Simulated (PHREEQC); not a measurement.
A solution holds 0.0024 mol HF, 0.033 mol (NH4)2SiF6 and 0.00015 mol H3AsO4 per kg of water, at 25 °C. Closed to the air; pH follows from the charge balance.

Model: ion-association model, wateq4f.dat, run in PHREEQC.

```
quantity             before    after
-----------------  --------  -------
pH                     2.94     3.18
HF (mol/kgw)        0.00256  0.00151
F- (mol/kgw)        0.00199  0.00170
H2AsO4- (mol/kgw)  0.000128  1.34e-5
H3AsO4 (mol/kgw)    2.24e-5  1.59e-6
```

Problem. Which change was made?
A. 0.026 mol/kgw TMAH added
B. 0.01 mol/kgw TMAH added
C. diluted 100-fold with water
D. diluted 10-fold with water
E. temperature from 25 to 30 °C

Solution. D, diluted 10-fold with water

No solid was allowed to form. Some of these states are supersaturated (in Quartz (slow to form), Chalcedony (slow to form), for instance). SiF6-2 is the database's only silicon fluoride.
